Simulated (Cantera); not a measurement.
**Transport properties of process gases**

Gas mixture: 100 % H₂O, at 0.150 Torr, frozen composition.

Cantera's kinetic-theory transport with the Lennard-Jones parameters of GRI-Mech 3.0, ideal gas; thermal conductivity in the mixture-averaged form. Polar gases are described roughly by these parameters.

```
T (K)  ρ (kg/m³)  cp (J/kg/K)  μ (µPa s)  λ (mW/m/K)     Pr  D (cm²/s) N₂  D (cm²/s) H  D (cm²/s) OH
-----  ---------  -----------  ---------  ----------  -----  ------------  -----------  ------------
400     0.000108         1902       14.0        37.0  0.718          2010        11500          3230
550      7.88e-5         1985       19.6        54.2  0.718          3640        21000          5770
700      6.19e-5         2082       25.2        73.4  0.716          5630        32600          8850
850      5.10e-5         2185       30.8        94.5  0.713          7950        46200         12400
1000     4.33e-5         2292       36.2         117  0.712         10600        61500         16400
1150     3.77e-5         2401       41.5         140  0.713         13400        78400         20900
1300     3.33e-5         2502       46.7         163  0.715         16600        96900         25700
1450     2.99e-5         2596       51.6         187  0.716         20000       117000         30900
1600     2.71e-5         2681       56.4         211  0.718         23600       138000         36400
```
D: mixture-averaged diffusion coefficient of that species in the mixture.
